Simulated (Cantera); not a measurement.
Feed: 1 mol SiH4, 0.38 mol C2H2, 21 mol H2, held at 0.0133 bar.

These are equilibrium values from Cantera (NASA tables, ideal gas, pure condensed phases), not measurements of a reactor. Candidate condensed phases: C, C6H6, C7H8, C8H18, Si, SiC; 87 gas species. Mutual solubility and eutectic melting of coexisting phases are not modelled. Gases not in the tables: Si2H6 and higher silanes. The numbers say what is thermodynamically allowed, not how fast it happens.

Which condensed phases are stable at each of these points (T (K)): 1973, 2023, 2073, 2123, 2173, 2223, 2273, 2323, 2373, 2423, 2473?


| T (K) | condensed phases | Si condensed (%) |
|---|---|---|
| 1973 | Si(l) + SiC(s) | 93.3 |
| 2023 | Si(l) + SiC(s) | 88.0 |
| 2073 | Si(l) + SiC(s) | 78.8 |
| 2123 | SiC(s) | 74.9 |
| 2173 | SiC(s) | 74.1 |
| 2223 | SiC(s) | 71.5 |
| 2273 | SiC(s) | 64.2 |
| 2323 | SiC(s) | 48.7 |
| 2373 | C(graphite) + SiC(s) | 16.7 |
| 2423 | C(graphite) | 0.0 |
| 2473 | gas only | 0.0 |

From 1973 K to 2073 K the condensed part is Si(l) + SiC(s). From 2123 K to 2323 K the condensed part is SiC(s). At 2373 K the condensed part is C(graphite) + SiC(s). At 2423 K the condensed part is C(graphite). At 2473 K nothing is condensed.
